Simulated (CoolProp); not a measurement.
C2F6 (R116) at 341.37 K and 0.71 MPa is compressed adiabatically to 1.69 MPa with isentropic efficiency 0.9. Each further row changes one setting.

Model: reference Helmholtz-energy equation of state, Lemmon 2006, in CoolProp. It is a short technical equation, of lower accuracy than the large ones.

```tsv
case	work (kJ/kg)	final temperature (K)	final density (kg/m³)
as stated	19.2	…	…
efficiency 1	…	366.3	…
efficiency 0.65	26.6	376.3	80.7
```

Question: Some entries are withheld; supply them.

Answer: 
- as stated, final temperature (K): 368.3
- as stated, final density (kg/m³): 83.1
- efficiency 1, work (kJ/kg): 17.3
- efficiency 1, final density (kg/m³): 83.8
